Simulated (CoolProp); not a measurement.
The numbers come from the reference Helmholtz-energy equation of state, Thol 2018 in CoolProp.

Question: For hydrogen chloride, give the phase and the cp (kJ/(kg K)), speed of sound (m/s) at 240 K and 257 kPa; 325.9 K and 257 kPa.

Answer: 
- 240 K and 257 kPa: gas; cp 0.871, speed of sound 272
- 325.9 K and 257 kPa: gas; cp 0.818, speed of sound 320
